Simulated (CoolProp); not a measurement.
A single-stage vapour-compression cycle with R13: evaporating at 213.15 K (dew point), condensing at 246.15 K (bubble point), superheat 2 K, subcooling 8 K, compressor efficiency 0.65, no pressure losses. Each further row changes one setting.

The numbers come from the reference Helmholtz-energy equation of state, Platzer 1990 in CoolProp. This equation is an older, rougher fit; its heat capacities, sound speeds and derivatives of the liquid may be far off and weren't checked against measurements.

```
case                              cooling COP  pressure ratio  discharge temperature (K)  refrigerating effect (kJ/kg)  volumetric capacity (kJ/m³)
--------------------------------  -----------  --------------  -------------------------  ----------------------------  ---------------------------
as stated                                   ?            3.30                      276.2                           115                         2050
evaporating temperature 218.15 K         4.60               ?                      271.1                           117                         2530
condensing temperature 241.15 K             ?            2.82                      267.8                           120                         2140
subcooling 13 K                             ?            3.30                      276.2                           120                         2140
superheat 12 K                           3.70            3.30                      287.4                           121                         2030
compressor efficiency 0.55                  ?            3.30                          ?                           115                         2050
```

Problem. What belongs in the gaps?

Solution. 
- as stated, cooling COP: 3.73
- evaporating temperature 218.15 K, pressure ratio: 2.69
- condensing temperature 241.15 K, cooling COP: 4.53
- subcooling 13 K, cooling COP: 3.90
- compressor efficiency 0.55, cooling COP: 3.16
- compressor efficiency 0.55, discharge temperature (K): 284.2
